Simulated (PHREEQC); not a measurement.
Consider water at 50 °C with 24 mmol/kgw HF, 55 mmol/kgw NH4F and 0.095 mmol/kgw (NH4)2SiF6. Closed to the air; pH follows from the charge balance.

Equilibrium calculation in PHREEQC: ion-association model, phreeqc.dat.

**Question.** The ionic strength comes out as 0.0555 mol/kgw. What activity coefficients do SiF6-2, H+, F-, HF2-, NH4+ get?

**Answer.** SiF6-2 0.43, H+ 0.84, F- 0.80, HF2- 0.81, NH4+ 0.79.

No solid was allowed to form. Species that the database lacks are ignored. Constants without temperature data keep their 25 °C values here. SiF6-2 is the database's only silicon fluoride.
